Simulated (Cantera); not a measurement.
Mixture: 15.3 % H₂, 17.8 % O₂, 66.9 % N₂, equivalence ratio 0.43, at 19500 Torr, adiabatic and at constant volume. Ignition delay is the time to a rise of 400 K.

Computed with Cantera and GRI-Mech 3.0 (53 species, 325 reactions). The hydrogen kinetics of GRI-Mech 3.0 are dated; newer H2 mechanisms differ, most at raised pressure. The pressure lies above the range GRI-Mech 3.0 was tuned for (to about 10 atm). Below about 950 K walls govern HO2 and H2O2 in real vessels.

Predict: delay at 900 K; delay at 1050 K; delay at 1200 K; delay at 1350 K; apparent activation energy between 1275 and 1425 K.


```json
{
  "delay at 900 K": "90.6 ms",
  "delay at 1050 K": "2.68 ms",
  "delay at 1200 K": "0.159 ms",
  "delay at 1350 K": "7.76 µs",
  "apparent activation energy between 1275 and 1425 K": "320 kJ/mol"
}
```
